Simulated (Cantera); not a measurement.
A Cantera script and what it prints.

```python
import numpy as np
import cantera as ct

gas_names = [...]  # 77 gases of nasa_gas.yaml made of C, H, Ta
cond_names = """
    C(gr) C6H6(L) C7H8(L) C8H18(L),n-octa Ta(cr) Ta(L) TaC(s) TaC(L)
""".split()


# ... load() reads the species with a 1 bar reference pressure and builds the phases ...
atoms = {
    'Ta': {'Ta': 1},
    'CH4': {'C': 1, 'H': 4},
    'H2': {'H': 2},
}
top_T = {'C(gr)': 4500}  # K; cautious upper limits of use, not melting points


# ... equilibrate(T, P, feed) seeds the gas with the atoms and calls Mixture.equilibrate('TP', solver="vcs", rtol=1e-11, max_steps=5000) ...
results = []
T = 1673  # K
P = 24000  # Pa
for m in [0.16, 0.25, 0.34, 0.43, 0.52, 0.61, 0.7, 0.8, 0.89, 0.98, 1.1, 1.2]:
    feed = {'Ta': 1, 'CH4': m, 'H2': 5.7}  # mol
    mix = equilibrate(T, P, feed)
    results.append((T, P, feed, dict(zip(mix.species_names, mix.species_moles))))

top = {s: max(r[3][s] / sum(r[3][g] for g in gas_names) for r in results) for s in gas_names}
cols = sorted((s for s in top if top[s] > 1e-06), key=lambda s: -top[s])[:7]
seen = [c for c in cond_names if any(r[3].get(c, 0) > 1e-12 for r in results)]
print("log10 of partial pressures in bar; condensed amounts in mol")
print(f"{'n(CH4)':>10s}" + "".join(f"{s[:9]:>10s}" for s in cols + seen))
for T, P, feed, n in results:
    ng = sum(n[g] for g in gas_names)
    print(f"{feed['CH4']:10.4g}" + "".join(f"{np.log10(max(n[s] / ng * P / 1e5, 1e-99)):10.3f}" for s in cols)
          + "".join(f"{n.get(c, 0):10.4g}" for c in seen))
```

Result:

```
log10 of partial pressures in bar; condensed amounts in mol
    n(CH4)        H2       CH4         H C2H2,acet       CH3     C(gr)    Ta(cr)    TaC(s)
      0.16    -0.620    -8.536    -4.253   -13.625   -10.861         0      0.84      0.16
      0.25    -0.620    -8.536    -4.253   -13.625   -10.861         0      0.75      0.25
      0.34    -0.620    -8.536    -4.253   -13.625   -10.861         0      0.66      0.34
      0.43    -0.620    -8.536    -4.253   -13.625   -10.861         0      0.57      0.43
      0.52    -0.620    -8.536    -4.253   -13.625   -10.861         0      0.48      0.52
      0.61    -0.620    -8.536    -4.253   -13.625   -10.861         0      0.39      0.61
       0.7    -0.620    -8.536    -4.253   -13.625   -10.861         0       0.3       0.7
       0.8    -0.620    -8.536    -4.253   -13.625   -10.861         0       0.2       0.8
      0.89    -0.620    -8.536    -4.253   -13.625   -10.861         0      0.11      0.89
      0.98    -0.620    -8.536    -4.253   -13.625   -10.861         0      0.02      0.98
       1.1    -0.620    -4.156    -4.254    -4.864    -6.481   0.09678         0         1
       1.2    -0.620    -4.156    -4.254    -4.864    -6.481    0.1967         0         1
```

Method: chemical equilibrium by Gibbs-energy minimisation in Cantera with the NASA 1993 tables (ideal gas, pure condensed phases). Mutual solubility and eutectic melting of coexisting phases are not modelled. TaC: taken at fixed stoichiometry. Condensed phases not in the tables: Ta2C, N, O or C dissolved in the metal.
